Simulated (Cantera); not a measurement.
A perfectly stirred reactor is fed with CO : H2 : CH4 : O2 : N2 = 1 : 0.12 : 0.94 : 3.81 : 14.3 (molar parts), equivalence ratio 0.64, at 19.0 bar; it is adiabatic with a 548 K inlet, and is followed from long to short residence time, starting on the burning branch (τ in s: 0.045, 0.026, 0.015, 0.0086, 0.005, 0.0029, 0.0017, 0.00096, 0.00055, 0.00032, 0.00018, 0.00011, 6.2e-05).

Cantera simulation using GRI-Mech 3.0 (53 species, 325 reactions); the numbers are that mechanism's predictions, not measurements. The pressure lies above the range GRI-Mech 3.0 was tuned for (to about 10 atm).

Predict: blow-out, bracketed by the residence times tried; x(CO) at τ = 45.0 ms; x(H2) at τ = 45.0 ms; x(CH4) at τ = 45.0 ms; x(HCN) at τ = 45.0 ms; x(N2O) at τ = 45.0 ms; x(CO) at τ = 1.70 ms; x(H2) at τ = 1.70 ms; x(CH4) at τ = 1.70 ms; x(HCN) at τ = 1.70 ms; x(N2O) at τ = 1.70 ms.


```json
{
  "blow_out_bracketed_by_the_residence_times_tried": "burning at 62.0 µs, the shortest tried",
  "x(CO) at τ = 45.0 ms": "0.000181",
  "x(H2) at τ = 45.0 ms": "3.12e-5",
  "x(CH4) at τ = 45.0 ms": "1.48e-6",
  "x(HCN) at τ = 45.0 ms": "2.25e-8",
  "x(N2O) at τ = 45.0 ms": "1.07e-6",
  "x(CO) at τ = 1.70 ms": "0.00123",
  "x(H2) at τ = 1.70 ms": "9.91e-5",
  "x(CH4) at τ = 1.70 ms": "2.61e-5",
  "x(HCN) at τ = 1.70 ms": "3.50e-8",
  "x(N2O) at τ = 1.70 ms": "1.99e-6"
}
```
